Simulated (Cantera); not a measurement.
Feed: 1 mol B₂H₆, 0.79 mol H₂O, 0.13 mol H₂, held at 927 °C and 0.0100 bar.

Method: chemical equilibrium by Gibbs-energy minimisation in Cantera with the NASA 1993 tables (ideal gas, pure condensed phases). Candidate condensed phases: B, B₂O₃, B₃O₃H₃, H₂O; 23 gas species. The feed counts by its element totals alone. Mutual solubility and eutectic melting of coexisting phases are not modelled. Kinetics and transport are ignored.

Base state: H₂ 0.999, B₃O₃H₃ 0.000684, HBO 0.000591 (mole fractions); condensed: B(s) + B₂O₃(l).

Problem. What changes in the equilibrium state with this change: H₂O from 0.79 to 13 mol?

Solution. 
```csv
species,before,after
H₂O,5.53e-7,0.614
H₂,0.999,0.379
HBO₂,6.19e-6,0.00652
B₃O₃H₃,0.000684,<1e-9
(HBO₂)₃,<1e-9,0.000562
"B(s), mol",1.47,0
"B₂O₃(l), mol",0.260,0.934
```
Gases not in the tables: H₃BO₃.
